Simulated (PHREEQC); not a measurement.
1 kg of water holding 0.034 mol NaCl and 0.4 mol MgCl2 is evaporated at 50 °C; the solids stay in contact with the brine. The system is closed to CO2. Only these solids could form: Bischofite, Brucite, Halite, MgCl2_4H2O.

All values are PHREEQC results (Pitzer model, pitzer.dat), not measurements.

```tsv
water left (kg)	ionic strength	water activity	Halite (mol)	Mg in solution (mol/kgw)	Cl in solution (mol/kgw)	Na in solution (mol/kgw)
1	1.23	0.980	0	0.400	0.834	0.0340
0.8219	1.50	0.975	0	0.487	1.01	0.0414
0.6755	1.83	0.968	0	0.592	1.23	0.0503
0.5552	2.22	0.960	0	0.720	1.50	(withheld)
0.4563	2.70	0.949	0	0.877	1.83	0.0745
0.375	3.29	(withheld)	0	1.07	2.22	0.0907
0.3082	4.00	0.916	0	1.30	2.71	0.110
0.2533	4.87	(withheld)	0	1.58	3.29	0.134
0.2082	5.93	(withheld)	0	1.92	4.01	0.163
0.1711	7.21	0.806	0	2.34	4.87	0.199
0.1407	8.77	(withheld)	0	2.84	5.93	0.242
0.1156	10.7	(withheld)	0	3.46	7.21	0.294
0.09502	13.0	0.548	0	4.21	8.78	0.358
0.07809	15.6	0.431	0.0156	5.12	10.5	0.236
```

Q: Some entries are withheld; supply them.

A: 
- 0.5552, Na in solution (mol/kgw): 0.0612
- 0.375, water activity: 0.935
- 0.2533, water activity: 0.890
- 0.2082, water activity: 0.854
- 0.1407, water activity: 0.741
- 0.1156, water activity: 0.656

At this temperature some constants are extrapolated from 25 °C, and those without enthalpy data are left unchanged.
